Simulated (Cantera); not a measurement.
Input: 1 mol Si2H6, 0.079 mol O2, 180 mol N2, 18 mol H2O, held at 13.3 mbar.

Cantera equilibrium calculation (NASA polynomials, part measured and part estimated; ideal gas, pure solids and liquids). Candidate condensed phases: H2O, Si, SiO2, Si2N2O, Si3N4; 35 gas species. The feed counts by its element totals alone. The tables hold silica as quartz up to 1696 K and as liquid above; real silica turns to tridymite and cristobalite and melts near 1996 K. Rates play no part.

log p: log10 of the partial pressure in bar; n: condensed amount in mol.

```json
[
 {"T (K)": "1048", "log p N2": "-1.92", "log p H2O": "-3.03", "log p H2": "-3.34", "log p H": "-9.78", "log p SiO": "<-13", "log p OH": "-11.97", "n SiO2(β-quartz)": "2.00", "n SiO2(condensed)": "0"},
 {"T (K)": "1198", "log p N2": "-1.92", "log p H2O": "-3.03", "log p H2": "-3.34", "log p H": "-8.39", "log p SiO": "…", "log p OH": "-10.18", "n SiO2(β-quartz)": "2.00", "n SiO2(condensed)": "0"},
 {"T (K)": "1348", "log p N2": "-1.92", "log p H2O": "-3.03", "log p H2": "-3.34", "log p H": "-7.31", "log p SiO": "…", "log p OH": "-8.78", "n SiO2(β-quartz)": "2.00", "n SiO2(condensed)": "0"},
 {"T (K)": "1498", "log p N2": "-1.92", "log p H2O": "-3.03", "log p H2": "-3.34", "log p H": "-6.44", "log p SiO": "…", "log p OH": "-7.67", "n SiO2(β-quartz)": "2.00", "n SiO2(condensed)": "0"},
 {"T (K)": "1648", "log p N2": "-1.92", "log p H2O": "-3.03", "log p H2": "-3.34", "log p H": "-5.72", "log p SiO": "…", "log p OH": "-6.75", "n SiO2(β-quartz)": "2.00", "n SiO2(condensed)": "0"},
 {"T (K)": "1798", "log p N2": "-1.92", "log p H2O": "-3.03", "log p H2": "-3.35", "log p H": "-5.13", "log p SiO": "…", "log p OH": "-5.99", "n SiO2(β-quartz)": "0", "n SiO2(condensed)": "1.98"},
 {"T (K)": "1948", "log p N2": "-1.92", "log p H2O": "-3.02", "log p H2": "-3.37", "log p H": "-4.63", "log p SiO": "…", "log p OH": "-5.33", "n SiO2(β-quartz)": "0", "n SiO2(condensed)": "1.78"}
]
```

Question: Complete the blanks.

Answer: 
- 1198, log p SiO: -13.86
- 1348, log p SiO: -11.21
- 1498, log p SiO: -9.11
- 1648, log p SiO: -7.40
- 1798, log p SiO: -6.00
- 1948, log p SiO: -4.85
